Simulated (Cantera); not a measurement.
An isothermal, constant-pressure homogeneous reactor starts with C2H6 : N2 = 1 : 7.6 (molar parts), at 1750 K and 45.8 Torr.

Cantera simulation using GRI-Mech 3.0 (53 species, 325 reactions); the numbers are that mechanism's predictions, not measurements. GRI-Mech 3.0 stops at C3 and has no aromatics, soot or wall deposition, so with more carbon than oxygen in the feed, carbon stays in small species such as C2H2 where larger ones or solid carbon would form.

Task: Predict: x(C2H4) at 90.0 s; x(H) at 90.0 s; x(C2H2) at 90.0 s; x(C2H) at 90.0 s.

Result: 
```json
{
 "x(C2H4) at 90.0 s": "3.59e-5 (gas-phase equilibrium 1.66e-5)",
 "x(H) at 90.0 s": "0.000411 (gas-phase equilibrium 0.000412)",
 "x(C2H2) at 90.0 s": "0.0942 (gas-phase equilibrium 0.0435)",
 "x(C2H) at 90.0 s": "1.45e-6 (gas-phase equilibrium 6.68e-7)"
}
```
